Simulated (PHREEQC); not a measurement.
Solution (25 °C): 0.2 mol/kgw HF, 0.00038 mol/kgw NH4HF2, 0.044 mol/kgw H2SiF6 and 0.0054 mol/kgw H2SO4. Closed to the air; pH follows from the charge balance.

The numbers come from PHREEQC with the ion-association model, phreeqc.dat.

The ionic strength comes out as 0.144 mol/kgw. What activity coefficients do SO4-2, HSO4-, F-, SiF6-2, H+ get?

SO4-2 0.33, HSO4- 0.76, F- 0.73, SiF6-2 0.33, H+ 0.81.

No solid was allowed to form. Complexes and solids missing from the database can't appear. SiF6-2 is the database's only silicon fluoride.
